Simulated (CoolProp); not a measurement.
R123 at several states: Z from the reference equation and from simpler models built on Tc = 456.8 K, pc = 36.62 bar, ω = 0.282; each cubic takes its own stable root.

Model: reference Helmholtz-energy equation of state, Younglove 1994, in CoolProp. It is a modified Benedict-Webb-Rubin equation, recast in Helmholtz form.

```json
[
 {"T (K)": "472.9", "p (bar)": "19.3", "phase": "gas", "reference": "0.8181"},
 {"T (K)": "257.4", "p (bar)": "7.45", "phase": "liquid", "reference": "0.03401"},
 {"T (K)": "396.5", "p (bar)": "5.51", "phase": "gas", "reference": "0.9083"},
 {"T (K)": "425.4", "p (bar)": "7.15", "phase": "gas", "reference": "0.9073"},
 {"T (K)": "192.9", "p (bar)": "109", "phase": "liquid", "reference": "0.6035"},
 {"T (K)": "433.5", "p (bar)": "16.4", "phase": "gas", "reference": "0.7783"}
]
```

Task: How far does each simpler model (van der Waals, Soave-Redlich-Kwong) lie from the reference over these 6 states: mean and median of the absolute difference, and the worst?

Result: 
- van der Waals: mean 24.5 %, median 4.2 %, worst +67.7 % at 257.4 K and 7.45 bar
- Soave-Redlich-Kwong: mean 4.1 %, median 0.7 %, worst +12.1 % at 192.9 K and 109 bar
